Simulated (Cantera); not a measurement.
A Cantera script and its output.

```python
import numpy as np
import cantera as ct

gas = ct.Solution("gri30.yaml")
gas.TPX = 1000, 290000, {'CO': 0.00074, 'O2': 0.014, 'H2O': 0.0018, 'N2': 1}
reactor = ct.IdealGasConstPressureReactor(gas, energy="off", clone=False)
net = ct.ReactorNet([reactor])
net.rtol, net.atol = 1e-08, 1e-18
show = ['CO', 'O2', 'H2O', 'NO', 'H2']
times = np.geomspace(0.0001, 100, 14)

steps = ct.SolutionArray(gas, extra=["t"])
rows = []
print(f"{'t/s':>10s}{'T/K':>9s}{'P/Pa':>11s}" + "".join(f"{s:>11s}" for s in show))
for t in times:
    while net.time < t:
        t_next = net.step()
        steps.append(gas.state, t=t_next)
    rows.append([np.interp(t, steps.t, y) for y in (steps.T, steps.P, *steps(*show).X.T)])
    print(f"{t:10.3e}{rows[-1][0]:9.1f}{rows[-1][1]:11.4g}" + "".join(f"{x:11.3e}" for x in rows[-1][2:]))
rate = np.gradient(steps.T, steps.t)
print("integrator steps:", len(steps.t))
if steps.T.max() > steps.T[0] + 200:
    print(f"time of steepest temperature rise: {steps.t[rate.argmax()]:.4e} s")
gas.TPX = 1000, 290000, {'CO': 0.00074, 'O2': 0.014, 'H2O': 0.0018, 'N2': 1}
gas.equilibrate("TP")
print(f"equilibrium (TP): T = {gas.T:.1f} K  " + "  ".join(f"{s} {gas[s].X[0]:.3e}" for s in show))
```

Output:

```
       t/s      T/K       P/Pa         CO         O2        H2O         NO         H2
 1.000e-04   1000.0    2.9e+05  7.280e-04  1.377e-02  1.771e-03  3.332e-23  1.535e-17
 2.894e-04   1000.0    2.9e+05  7.280e-04  1.377e-02  1.771e-03  2.857e-22  3.146e-16
 8.377e-04   1000.0    2.9e+05  7.280e-04  1.377e-02  1.771e-03  2.343e-21  4.888e-15
 2.424e-03   1000.0    2.9e+05  7.280e-04  1.377e-02  1.771e-03  1.836e-20  5.345e-14
 7.017e-03   1000.0    2.9e+05  7.280e-04  1.377e-02  1.771e-03  1.308e-19  4.388e-13
 2.031e-02   1000.0    2.9e+05  7.280e-04  1.377e-02  1.771e-03  8.219e-19  2.970e-12
 5.878e-02   1000.0    2.9e+05  7.279e-04  1.377e-02  1.771e-03  6.590e-18  2.228e-11
 1.701e-01   1000.0    2.9e+05  7.276e-04  1.377e-02  1.771e-03  3.568e-16  4.515e-10
 4.924e-01   1000.0    2.9e+05  7.116e-04  1.376e-02  1.770e-03  7.119e-14  6.482e-08
 1.425e+00   1000.0    2.9e+05  6.417e-04  1.373e-02  1.770e-03  9.227e-13  2.853e-07
 4.125e+00   1000.0    2.9e+05  4.811e-04  1.365e-02  1.770e-03  6.453e-12  3.841e-07
 1.194e+01   1000.0    2.9e+05  2.316e-04  1.353e-02  1.771e-03  2.544e-11  1.840e-07
 3.455e+01   1000.0    2.9e+05  5.113e-05  1.344e-02  1.771e-03  4.233e-11  3.188e-08
 1.000e+02   1000.0    2.9e+05  4.504e-06  1.342e-02  1.771e-03  5.444e-11  2.822e-09
integrator steps: 928
equilibrium (TP): T = 1000.0 K  CO 2.263e-13  O2 1.341e-02  H2O 1.771e-03  NO 8.884e-06  H2 7.902e-13
```

Computed with Cantera and GRI-Mech 3.0 (53 species, 325 reactions).
